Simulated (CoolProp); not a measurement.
Vapour-liquid equilibrium of R22 (1) + n-hexane (2) at 277.4 K; x and y are mole fractions of (1).

Values from CoolProp's multi-fluid Helmholtz-energy mixture model, Kamei 1995 and Thol 2019; pair parameters Bell 2016.

```tsv
x	bubble pressure, mixture model (MPa)	bubble pressure, Raoult's law (MPa)	y, mixture model	y, Raoult's law
0.05	0.05196	0.03570	0.858	0.799
0.125	0.1155	0.07792	0.939	0.915
0.2	0.1735	0.1201	0.961	0.950
0.275	0.2249	0.1624	0.971	0.966
0.35	0.2697	0.2046	0.977	0.976
0.425	0.3087	0.2468	0.981	0.982
0.5	0.3431	0.2890	0.984	0.987
0.575	0.3744	0.3313	0.987	0.990
0.65	0.4042	0.3735	0.989	0.993
0.725	0.4341	0.4157	0.991	0.995
0.8	0.4658	0.4579	0.993	0.997
0.875	0.5007	0.5002	0.995	0.998
0.95	0.5406	0.5424	0.998	0.999
```

The largest gap from Raoult's law is +48.2 % in bubble pressure, at x = 0.125. No azeotrope shows between x = 0.05 and 0.95.

Pair parameters are fitted to limited data, so mixtures are less certain than the pure fluids.
